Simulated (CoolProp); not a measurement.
The fluid at 298.15 K and 0.443 MPa (stagnation) flows isentropically through a choked orifice. The same conditions are run with several fluids, on thermodynamics alone (safety and materials aside).

Values from CoolProp's reference Helmholtz-energy equation of state of each fluid (ammonia: Gao 2020; methane: Setzmann 1991; R404A: Lemmon 2003; R125: Lemmon 2005; R22: Kamei 1995). Blends and air are pseudo-pure fits.

Rank ammonia, methane, R404A, R125, R22 by throat to inlet pressure ratio, highest first.

R125 (0.591), R404A (0.588), R22 (0.572), ammonia (0.545), methane (0.542)

```tsv
fluid	mass flux (kg/(m² s))	throat temperature (K)
ammonia	794	259.3
methane	758	257.5
R404A	1800	281.1
R125	1980	283.1
R22	1730	272.4
```
